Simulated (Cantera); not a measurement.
## BN + O2 (nitride etching)

Input: 1 mol BN, 6.2 mol O2, equilibrated at 1173 K and 10.0 Torr.

These are equilibrium values from Cantera (NASA tables, ideal gas, pure condensed phases), not measurements of a reactor. Candidate condensed phases: B, BN, B2O3; 17 gas species. Kinetics and transport are ignored.

- x(O2): 0.916
- x(N2): 0.0840
- x(NO): 0.000108
- n(B2O3(l)): 0.500 mol
- gas amount: 5.950 mol
- log10 activity of B(s) (absent): -20.41
